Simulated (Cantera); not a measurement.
Charge: 1 mol AlI3, 24 mol N2, equilibrated at 1898 K and 0.120 Torr.

These are equilibrium values from Cantera (NASA tables, ideal gas, pure condensed phases), not measurements of a reactor. Candidate condensed phases: Al, AlI3, AlN, I2; 10 gas species. The numbers say what is thermodynamically allowed, not how fast it happens.

Base state: N2 0.872, I 0.0914, Al 0.0187, AlI 0.0176 (mole fractions); condensed: gas only.

Q: What changes in the equilibrium state with this change: pressure from 0.120 Torr to 7.50 Torr?

A: 
```json
[
 {"species": "N2", "before": "0.872", "after": "0.888"},
 {"species": "I", "before": "0.0914", "after": "0.0748"},
 {"species": "AlI", "before": "0.0176", "after": "0.0363"},
 {"species": "Al", "before": "0.0187", "after": "0.000754"}
]
```

Q: What changes in the equilibrium state with this change: AlI3 replaced by Al?

A: 
```csv
species,before,after
N2,0.872,0.960
Al,0.0187,0.0400
I,0.0914,0
AlI,0.0176,0
```
